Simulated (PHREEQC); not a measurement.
A solution holds 14 mmol/kgw Cu(NO3)2, 50 mmol/kgw HBF4 and 0.091 mmol/kgw NaCl, at 69 °C. Closed to the air; pH follows from the charge balance.

Model: ion-association model, wateq4f.dat, run in PHREEQC.

Precipitation was switched off in this run.

Q: What pH, ionic strength does the model give?

A: pH 1.43; ionic strength 0.0872 mol/kgw.

Q: In which forms is F present?

A: BF4- 85 %, HF 11 %, BF3OH- 2.6 % of the F.

At this temperature some constants are extrapolated from 25 °C, and those without enthalpy data are left unchanged. Real BF4- forms and hydrolyses slowly; the run takes it at equilibrium.
